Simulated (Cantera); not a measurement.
Charge: 1 mol CaCO3, 0.065 mol H2, 0.2 mol H2O, at 1000 K and 17.0 Pa.

Equilibrium computed with Cantera from the NASA thermochemical tables; the gas is ideal and each condensed phase is pure. Candidate condensed phases: C, C6H6, C7H8, C8H18, Ca, CaCO3, CaO, Ca(OH)2, H2O; 115 gas species. Kinetics and transport are ignored.

Base state: CO2 0.753, H2O 0.196, CO 0.0374, H2 0.0140 (mole fractions); condensed: CaO(s).

**Question.** What changes in the equilibrium state with this change: pressure from 17.0 Pa to 0.133 bar?

**Answer.** 
```
species              before   after
-------------------  ------  ------
H2O                   0.196   0.456
CO2                   0.753   0.412
H2                   0.0140  0.0809
CO                   0.0374  0.0509
CaO(s), mol            1.00   0.228
CaCO3(calcite), mol       0   0.772
```
